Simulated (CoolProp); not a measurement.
C2F6 (R116) at 367.8 K and 1.34 MPa flows at 0.71 m/s in a round tube of 20 mm bore and 0.25 µm roughness, fully developed (64/Re and Nu = 3.66 if laminar; Colebrook and Gnielinski if turbulent). Each further row changes one setting.

Values from CoolProp's reference Helmholtz-energy equation of state, Lemmon 2006. It is a short technical equation, of lower accuracy than the large ones.

| case | Reynolds number | Darcy friction factor | pressure drop (Pa/m) | heat-transfer coefficient (W/(m² K)) | mass flow (kg/h) |
|---|---|---|---|---|---|
| as stated | 51000 | 0.0208 | 17.0 | 118 | 52.0 |
| velocity 1.42 m/s | 102000 | 0.0180 | 58.7 | 203 | 104 |
| diameter 40 mm | 102000 | 0.0180 | 7.33 | 102 | 208 |

Viscosity comes from a separate model (Huber 2003), an estimate that may be off by 10 % or more. Thermal conductivity comes from a separate model (Huber 2003), an estimate that may be off by 10 % or more.
